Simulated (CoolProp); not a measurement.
Vapour-liquid equilibrium of dimethyl carbonate (1) + n-nonane (2) at 0.243 MPa; x and y are mole fractions of (1).

Values from CoolProp's multi-fluid Helmholtz-energy mixture model, Zhou 2011 and Lemmon 2006; pair parameters Bell 2016.

Task: Give the bubble temperature and the first vapour's composition at x = 0.05, 0.15, 0.95. Is there an azeotrope?

Result: x = 0.05: 446.3 K, y = 0.287; x = 0.15: 425.9 K, y = 0.600; x = 0.95: 393.9 K, y = 0.967. No azeotrope shows between x = 0.05 and 0.95.

Pair parameters are fitted to limited data, so mixtures are less certain than the pure fluids.
